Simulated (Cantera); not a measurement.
## Silicon oxide and oxynitride deposition: SiCl4 + O2

A closed system holds: 1 mol SiCl4, 0.053 mol O2, held at 1398 K and 0.530 bar.

Cantera equilibrium calculation (NASA polynomials, part measured and part estimated; ideal gas, pure solids and liquids). Candidate condensed phases: Si, SiO2; 15 gas species. The tables' values for SiCl3 are old estimates; treat these amounts as uncertain. The tables hold silica as quartz up to 1696 K and as liquid above; real silica turns to tridymite and cristobalite and melts near 1996 K. The numbers say what is thermodynamically allowed, not how fast it happens.

```yaml
x(SiCl4): 0.894
x(Cl2): 0.0942
x(Cl): 0.0118
x(SiCl3): 2.58e-5
n(SiO2(β-quartz)): 0.0530 mol
gas_amount: 1.059 mol
log10 activity of Si(s) (absent): -15.65
```
